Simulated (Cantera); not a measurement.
An adiabatic, constant-volume homogeneous reactor starts with 5.56 % C₃H₈, 19.9 % O₂, 74.6 % N₂, at 1273 K and 1600000 Pa.

Model: GRI-Mech 3.0 (53 species, 325 reactions), integrated in Cantera. GRI-Mech 3.0 was tuned for natural gas; its chemistry of propane as a main component is partial and can be far from experiment. The pressure lies above the range GRI-Mech 3.0 was tuned for (to about 10 atm). Above 3000 K some thermodynamic fits are extrapolated.

Question: Predict: time of steepest temperature rise; temperature at 0.200 s; equilibrium temperature; x(O₂) at 0.200 s; x(O) at 0.200 s.

Answer: 
```
Quantity                                                               Value
---------------------------------  -----------------------------------------
time of steepest temperature rise                                   0.334 ms
temperature at 0.200 s                                                3113 K
equilibrium temperature                                               3113 K
x(O₂) at 0.200 s                     0.00101 (gas-phase equilibrium 0.00101)
x(O) at 0.200 s                    0.000785 (gas-phase equilibrium 0.000785)
```
